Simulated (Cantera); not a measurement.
A Cantera script and what it prints.

```python
import numpy as np
import cantera as ct

gas_names = """
    H HO2 H2 H2O H2O2 O OH O2 O3 Si SiH SiH2 SiH3 SiH4 SiO SiO2 Si2 Si3
""".split()
cond_names = """
    H2O(s) H2O(L) Si(cr) Si(L) SiO2(Lqz) SiO2(hqz) SiO2(L)
""".split()


def load(file, names, dense=False):
    # The tables refer to 1 bar. Condensed volumes are neglected.
    table = {s.name: s for s in ct.Species.list_from_file(file)}
    out = []
    for n in names:
        d = dict(table[n].input_data)
        d["thermo"] = dict(d["thermo"], **{"reference-pressure": 1e5})
        if dense:
            d["equation-of-state"] = {"model": "constant-volume", "density": "1e6 g/cm^3"}
        out.append(ct.Species.from_dict(d))
    return out


gas = ct.Solution(thermo="ideal-gas", species=load("nasa_gas.yaml", gas_names))
cond = {s.name: ct.Solution(thermo="fixed-stoichiometry", species=[s], name=s.name)
        for s in load("nasa_condensed.yaml", cond_names, dense=True)}
atoms = {
    'Si': {'Si': 1},
    'H2O': {'H': 2, 'O': 1},
    'O2': {'O': 2},
}
top_T = {}  # K; cautious upper limits of use, not melting points


def equilibrate(T, P, feed):
    n = {}
    for name, mol in feed.items():
        for a, k in atoms[name].items():
            n[a] = n.get(a, 0.0) + k * mol
    gas.TPX = T, P, n
    mass = sum(n.values()) * gas.mean_molecular_weight
    gas.equilibrate("TP")
    valid = [c for c in cond.values() if c.min_temp <= T <= top_T.get(c.name, c.max_temp)]
    mix = ct.Mixture([(gas, mass / gas.mean_molecular_weight)] + [(c, 0.0) for c in valid])
    mix.T, mix.P = T, P
    mix.equilibrate("TP", solver="vcs", rtol=1e-11, max_steps=5000)
    return mix


results = []
feed = {'Si': 1, 'H2O': 3, 'O2': 0.36}  # mol
P = 68000  # Pa
for T in [948, 1023, 1098, 1173, 1248, 1323, 1398, 1473, 1548, 1623, 1698]:
    mix = equilibrate(T, P, feed)
    results.append((T, P, feed, dict(zip(mix.species_names, mix.species_moles))))
    x = sorted(zip(gas.X, gas.species_names), reverse=True)
    print(f"T = {T:g} K  P = {P:g} Pa  gas = {mix.phase_moles(0):.4g} mol")
    print("   x: " + "  ".join(f"{s} {v:.3e}" for v, s in x if v > 1e-05))
    print("   condensed (mol): " + ("  ".join(f"{mix.phase(i).name} {mix.phase_moles(i):.4g}"
          for i in range(1, mix.n_phases) if mix.phase_moles(i) > 1e-12) or "none"))
```

Result:

```
T = 948 K  P = 68000 Pa  gas = 3 mol
   x: H2O 5.733e-01  H2 4.267e-01
   condensed (mol): SiO2(hqz) 1
T = 1023 K  P = 68000 Pa  gas = 3 mol
   x: H2O 5.733e-01  H2 4.267e-01
   condensed (mol): SiO2(hqz) 1
T = 1098 K  P = 68000 Pa  gas = 3 mol
   x: H2O 5.733e-01  H2 4.267e-01
   condensed (mol): SiO2(hqz) 1
T = 1173 K  P = 68000 Pa  gas = 3 mol
   x: H2O 5.733e-01  H2 4.267e-01
   condensed (mol): SiO2(hqz) 1
T = 1248 K  P = 68000 Pa  gas = 3 mol
   x: H2O 5.733e-01  H2 4.267e-01
   condensed (mol): SiO2(hqz) 1
T = 1323 K  P = 68000 Pa  gas = 3 mol
   x: H2O 5.733e-01  H2 4.267e-01
   condensed (mol): SiO2(hqz) 1
T = 1398 K  P = 68000 Pa  gas = 3 mol
   x: H2O 5.733e-01  H2 4.267e-01
   condensed (mol): SiO2(hqz) 1
T = 1473 K  P = 68000 Pa  gas = 3 mol
   x: H2O 5.733e-01  H2 4.267e-01  H 1.002e-05
   condensed (mol): SiO2(hqz) 1
T = 1548 K  P = 68000 Pa  gas = 3 mol
   x: H2O 5.733e-01  H2 4.266e-01  H 2.439e-05
   condensed (mol): SiO2(hqz) 1
T = 1623 K  P = 68000 Pa  gas = 3 mol
   x: H2O 5.733e-01  H2 4.266e-01  H 5.475e-05
   condensed (mol): SiO2(hqz) 1
T = 1698 K  P = 68000 Pa  gas = 3 mol
   x: H2O 5.733e-01  H2 4.266e-01  H 1.145e-04
   condensed (mol): SiO2(L) 1
```

Equilibrium computed with Cantera from the NASA thermochemical tables; the gas is ideal and each condensed phase is pure. The tables hold silica as quartz up to 1696 K and as liquid above; real silica turns to tridymite and cristobalite and melts near 1996 K. Gases not in the tables: Si(OH)4.
